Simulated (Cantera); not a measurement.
Input: 1 mol CCl₄, 0.28 mol F₂, 0.1 mol H₂, 0.46 mol HCl, equilibrated at 1298.15 K and 0.100 bar.

Cantera equilibrium calculation (NASA polynomials, part measured and part estimated; ideal gas, pure solids and liquids). Candidate condensed phases: C, C₆H₆, C₇H₈, C₈H₁₈; 118 gas species. Gases not in the tables: C₂F₆ and larger saturated fluorocarbons. The numbers say what is thermodynamically allowed, not how fast it happens.

Base state: Cl₂ 0.698, HCl 0.163, HF 0.0732, Cl 0.0322, CF₄ 0.0278, CClF₃ 0.00484, CCl₂F₂ 0.000800, CCl₃F 0.000109 (mole fractions); condensed: C(graphite).

Task: What changes in the equilibrium state with this change: HCl from 0.46 to 0.049 mol?

Result: 
```
species             before     after
----------------  --------  --------
Cl₂                  0.698     0.805
HCl                  0.163    0.0722
CF₄                 0.0278    0.0450
HF                  0.0732    0.0340
Cl                  0.0322    0.0346
CClF₃              0.00484   0.00746
CCl₂F₂            0.000800   0.00118
CCl₃F             0.000109  0.000153
CCl₄               2.91e-5   3.87e-5
C(graphite), mol     0.906     0.874
```

Task: What changes in the equilibrium state with this change: H₂ from 0.1 to 13 mol?

Result: 
| species | before | after |
|---|---|---|
| H₂ | <1e-9 | 0.681 |
| HCl | 0.163 | 0.283 |
| HF | 0.0732 | 0.0356 |
| Cl₂ | 0.698 | <1e-9 |
| CF₄ | 0.0278 | <1e-9 |
| Cl | 0.0322 | 9.85e-7 |
| CClF₃ | 0.00484 | <1e-9 |
| CCl₂F₂ | 0.000800 | <1e-9 |
| CH₄ | <1e-9 | 0.000369 |
| CCl₃F | 0.000109 | <1e-9 |
| CCl₄ | 2.91e-5 | <1e-9 |
| C(graphite), mol | 0.906 | 0.994 |
